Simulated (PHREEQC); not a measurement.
1.5 g of hydrous ferric oxide (600 m²/g; 0.2 weak and 0.005 strong sites per Fe, Dzombak-Morel constants, diffuse double layer) in 1 kg of water with 0.05 mol/kgw of an inert sodium salt and 4.3e-05 mol/kgw ZnSO4 and 0.00045 mol/kgw MnCl2, at 25 °C; the pH is set by adding NaOH or the inert anion's acid. The system is closed to oxygen. CO2 from the air is kept out. No solid was allowed to form.

Base run: PHREEQC, ion-association model, wateq4f.dat. Each further column changes one thing. The table gives S sorbed (%).

| pH | base | no electrostatic term (-no_edl) | background salt from 0.05 to 0.005 mol/kgw | oxide from 1.5 to 7.5 g/kgw |
|---|---|---|---|---|
| 4 | 99.9 | 0.4 | 100.0 | 100.0 |
| 5.12 | 99.3 | 0.4 | 99.9 | 99.9 |
| 5.88 | 95.3 | 0.4 | 99.1 | 99.1 |
| 7 | 41.2 | 0.5 | 66.5 | 75.4 |
| 8.12 | 1.7 | 0.6 | 3.3 | 4.0 |
| 8.88 | 0.1 | 0.4 | 0.1 | 0.2 |
| 10 | 0.0 | 0.1 | 0.0 | 0.0 |
